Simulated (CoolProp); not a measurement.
Isobutene at several states: Z from the reference equation and from simpler models built on Tc = 418.1 K, pc = 4016 kPa, ω = 0.193; each cubic takes its own stable root.

Values from CoolProp's reference Helmholtz-energy equation of state, Lemmon 2005. It is a short technical equation, of lower accuracy than the large ones.

| T (K) | p (kPa) | phase | reference | van der Waals | Redlich-Kwong | Soave-Redlich-Kwong | Peng-Robinson |
|---|---|---|---|---|---|---|---|
| 522.2 | 16200 | supercritical | [?] | [?] | [?] | [?] | [?] |
| 408.1 | 11.7 | gas | 0.9989 | 0.9991 | 0.9989 | 0.9989 | 0.9988 |
| 384.5 | 1080 | gas | 0.8626 | [?] | [?] | 0.8681 | [?] |

Q: Fill in the missing entries.

A: 
- 522.2, reference: 0.6530
- 522.2, van der Waals: 0.7348
- 522.2, Redlich-Kwong: 0.6734
- 522.2, Soave-Redlich-Kwong: 0.7219
- 522.2, Peng-Robinson: 0.6684
- 384.5, van der Waals: 0.8924
- 384.5, Redlich-Kwong: 0.8720
- 384.5, Peng-Robinson: 0.8572
